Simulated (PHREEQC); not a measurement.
Dissolve 1.6 mol/kgw HCl and 0.055 mol/kgw NaCl at 25 °C. Closed to the air; pH follows from the charge balance.

The numbers come from PHREEQC with the ion-association model, phreeqc.dat.

**Question.** The ionic strength comes out as 1.66 mol/kgw. What activity coefficients do Na+, H+, Cl- get?

**Answer.** Na+ 0.79, H+ 0.73, Cl- 0.59.

Precipitation was switched off in this run. Ionic strength above about 0.7 mol/kgw puts this run outside the model's range. Complexes and solids missing from the database can't appear.
